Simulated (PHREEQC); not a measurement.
Dissolve 0.18 mol Cu(NO3)2 and 0.014 mol KCl per kg of water at 25 °C. Closed to the air; pH follows from the charge balance.

Computed with PHREEQC (ion-association model, phreeqc.dat).

Question: The ionic strength comes out as 0.551 mol/kgw. What activity coefficients do Cu2(OH)2+2, Cu+2, NO3-, Cl-, CuOH+ get?

Answer: Cu2(OH)2+2 0.29, Cu+2 0.24, NO3- 0.60, Cl- 0.64, CuOH+ 0.64.

Precipitation was switched off in this run.
